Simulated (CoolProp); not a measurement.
Vapour-liquid equilibrium of cyclohexane (1) + dimethyl carbonate (2) at 126.35 °C; x and y are mole fractions of (1).

Computed with CoolProp (multi-fluid Helmholtz-energy mixture model, Zhou 2014 and Zhou 2011; pair parameters Bell 2016).

Problem. Give the bubble pressure and the first vapour's composition at x = 0.5, 0.65, 0.95. Is there an azeotrope?

Solution. x = 0.5: 0.4195 MPa, y = 0.543; x = 0.65: 0.4195 MPa, y = 0.611; x = 0.95: 0.3614 MPa, y = 0.887. y crosses x between x = 0.5 and 0.65: the model has an azeotrope there.

Pair parameters are fitted to limited data, so mixtures are less certain than the pure fluids.
